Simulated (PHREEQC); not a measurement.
0.47 g of hydrous ferric oxide (600 m²/g; 0.2 weak and 0.005 strong sites per Fe, Dzombak-Morel constants, diffuse double layer) in 1 kg of water with 0.1 mol/kgw of an inert sodium salt and 0.037 mmol/kgw NaF and 0.077 mmol/kgw CuSO4, at 25 °C; the pH is set by adding NaOH or the inert anion's acid. Oxygen alone is held at its pressure in air (log pO2 = -0.68). No CO2 enters from the air. No solid was allowed to form.

Equilibrium calculation in PHREEQC: ion-association model, wateq4f.dat.

Task: Predict Cu sorbed (%), surface charge σ (C/m²) at pH = 5.12, 5.5.

Result: 
```tsv
pH	Cu sorbed (%)	surface charge σ (C/m²)
5.12	60.9	0.173
5.5	85.7	0.140
```

The database's constant for dissolved Cu(OH)2 is higher than later reviews accept.
